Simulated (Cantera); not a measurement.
A Cantera script and its output.

```python
import numpy as np
import cantera as ct

gas = ct.Solution("gri30.yaml")
gas.TPX = 1598, 101325, {'C3H8': 1, 'O2': 2.78, 'N2': 10.4, 'H2O': 0.094}
reactor = ct.IdealGasConstPressureReactor(gas, energy="on", clone=False)
net = ct.ReactorNet([reactor])
net.rtol, net.atol = 1e-08, 1e-16
show = ['C3H8', 'O2', 'CH2O', 'H', 'C2H4']
times = np.geomspace(3e-06, 10, 10)

steps = ct.SolutionArray(gas, extra=["t"])
rows = []
print(f"{'t/s':>10s}{'T/K':>9s}{'P/Pa':>11s}" + "".join(f"{s:>11s}" for s in show))
for t in times:
    while net.time < t:
        t_next = net.step()
        steps.append(gas.state, t=t_next)
    rows.append([np.interp(t, steps.t, y) for y in (steps.T, steps.P, *steps(*show).X.T)])
    print(f"{t:10.3e}{rows[-1][0]:9.1f}{rows[-1][1]:11.4g}" + "".join(f"{x:11.3e}" for x in rows[-1][2:]))
rate = np.gradient(steps.T, steps.t)
print("integrator steps:", len(steps.t))
if steps.T.max() > steps.T[0] + 200:
    print(f"time of steepest temperature rise: {steps.t[rate.argmax()]:.4e} s")
gas.TPX = 1598, 101325, {'C3H8': 1, 'O2': 2.78, 'N2': 10.4, 'H2O': 0.094}
gas.equilibrate("HP")
print(f"equilibrium (HP): T = {gas.T:.1f} K  " + "  ".join(f"{s} {gas[s].X[0]:.3e}" for s in show))
```

Output:

```
       t/s      T/K       P/Pa       C3H8         O2       CH2O          H       C2H4
 3.000e-06   1582.9  1.013e+05  6.687e-02  1.935e-01  1.958e-04  3.730e-05  2.359e-03
 1.592e-05   1573.8  1.013e+05  4.611e-02  1.817e-01  3.904e-03  9.765e-05  2.146e-02
 8.446e-05   2726.6  1.013e+05  3.691e-26  2.689e-04  7.307e-09  1.731e-02  1.287e-12
 4.481e-04   2714.7  1.013e+05  3.260e-36  3.034e-04  6.034e-09  1.852e-02  3.288e-19
 2.378e-03   2709.5  1.013e+05  2.857e-36  3.064e-04  5.965e-09  1.876e-02  3.103e-19
 1.262e-02   2708.4  1.013e+05  2.930e-36  3.027e-04  5.972e-09  1.871e-02  3.143e-19
 6.694e-02   2708.4  1.013e+05  2.930e-36  3.027e-04  5.972e-09  1.871e-02  3.144e-19
 3.552e-01   2708.4  1.013e+05  2.930e-36  3.027e-04  5.972e-09  1.871e-02  3.144e-19
 1.885e+00   2708.4  1.013e+05  2.930e-36  3.027e-04  5.972e-09  1.871e-02  3.144e-19
 1.000e+01   2708.4  1.013e+05  2.930e-36  3.027e-04  5.972e-09  1.871e-02  3.144e-19
integrator steps: 1621
time of steepest temperature rise: 4.2541e-05 s
equilibrium (HP): T = 2708.4 K  C3H8 4.042e-36  O2 3.027e-04  CH2O 5.972e-09  H 1.871e-02  C2H4 3.368e-19
```

Model: GRI-Mech 3.0 (53 species, 325 reactions), integrated in Cantera. GRI-Mech 3.0 was tuned for natural gas; its chemistry of propane as a main component is partial and can be far from experiment.
